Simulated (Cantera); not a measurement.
An isothermal, constant-pressure homogeneous reactor starts with C3H8 : H2 = 1 : 1.2 (molar parts), at 1350 K and 48.0 Torr. Integrator tolerance rtol = 1e-08.

Detailed kinetics in Cantera: GRI-Mech 3.0 (53 species, 325 reactions). GRI-Mech 3.0 was tuned for natural gas; its chemistry of propane as a main component is partial and can be far from experiment. GRI-Mech 3.0 stops at C3 and has no aromatics, soot or wall deposition, so with more carbon than oxygen in the feed, carbon stays in small species such as C2H2 where larger ones or solid carbon would form.

| quantity | before | after |
|---|---|---|
| x(C3H8) at 50.0 s | 1.47e-8 (gas-phase equilibrium 1.32e-8) | <1e-12 (gas-phase equilibrium <1e-12) |
| x(H2) at 50.0 s | 0.579 (gas-phase equilibrium 0.640) | 0.709 (gas-phase equilibrium 0.709) |
| x(CH2) at 50.0 s | 1.55e-10 (gas-phase equilibrium 1.59e-10) | 1.59e-7 (gas-phase equilibrium 1.59e-7) |
| x(C2H) at 50.0 s | 1.39e-9 (gas-phase equilibrium 2.05e-9) | 1.06e-5 (gas-phase equilibrium 1.06e-5) |
| x(CH3) at 50.0 s | 2.76e-5 (gas-phase equilibrium 2.01e-5) | 4.30e-5 (gas-phase equilibrium 4.30e-5) |
| x(C2H4) at 50.0 s | 0.0137 (gas-phase equilibrium 0.0158) | 0.000184 (gas-phase equilibrium 0.000184) |
| x(C2H2) at 50.0 s | 0.244 (gas-phase equilibrium 0.259) | 0.288 (gas-phase equilibrium 0.288) |

**Question.** What was changed between the two runs?
A. pressure from 48.0 Torr to 0.180 Torr
B. temperature 1350 to 1875 K
C. pressure from 48.0 Torr to 0.430 bar
D. pressure from 48.0 Torr to 1.01 bar

**Answer.** B, temperature 1350 to 1875 K
